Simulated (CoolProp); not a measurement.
A simple Rankine cycle with R1233zd(E): condensing at 309.15 K, boiler at 2.49 MPa, turbine inlet 432.6 K, turbine efficiency 0.75, pump efficiency 0.8, no recuperator. Each further row changes one setting.

Model: reference Helmholtz-energy equation of state, Akasaka 2022, in CoolProp.

```csv
case,thermal efficiency (%),net work (kJ/kg),heat in (kJ/kg),turbine exit temperature (K),volume ratio over the turbine
as stated,14.3,37.4,262,355.0,15.6
condensing temperature 301.15 K,15.3,41.6,272,349.4,20.2
boiler pressure 1.74 MPa,12.9,35.7,276,372.8,9.67
turbine efficiency 0.65,12.3,32.1,262,360.9,15.9
```
